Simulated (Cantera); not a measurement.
Input: 1 mol Cu2O, 1.6 mol H2, at 850 K and 47.0 Pa.

Equilibrium computed with Cantera from the NASA thermochemical tables; the gas is ideal and each condensed phase is pure. Candidate condensed phases: Cu, CuO, Cu(OH)2, Cu2O, H2O; 12 gas species. Rates play no part.

Base state: H2O 0.625, H2 0.375 (mole fractions); condensed: Cu(s).

### Question
What changes in the equilibrium state with this change: 0.005 mol NH3 added?

### Answer
```
species     before    after
----------  ------  -------
H2O          0.625    0.621
H2           0.375    0.377
N2               0  0.00155
Cu(s), mol    2.00     2.00
```
